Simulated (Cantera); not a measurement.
A closed system holds: 1 mol BaF₂, 0.73 mol N₂, at 1.60 mbar.

Cantera equilibrium calculation (NASA polynomials, part measured and part estimated; ideal gas, pure solids and liquids). Candidate condensed phases: Ba, BaF₂; 10 gas species. Kinetics and transport are ignored. All values below are at 1950 °C.

Base state: BaF₂ 0.574, N₂ 0.421, F 0.00283, BaF 0.00283 (mole fractions); condensed: gas only.

Task: What changes in the equilibrium state with this change: 1 mol NH₃ added?

Result: 
```json
[
 {"species": "N₂", "before": "0.421", "after": "0.301"},
 {"species": "H₂", "before": "0", "after": "0.279"},
 {"species": "BaF₂", "before": "0.574", "after": "0.156"},
 {"species": "HF", "before": "0", "after": "0.0904"},
 {"species": "H", "before": "0", "after": "0.0846"},
 {"species": "BaF", "before": "0.00283", "after": "0.0858"},
 {"species": "Ba", "before": "6.95e-7", "after": "0.00234"},
 {"species": "F", "before": "0.00283", "after": "2.55e-5"}
]
```
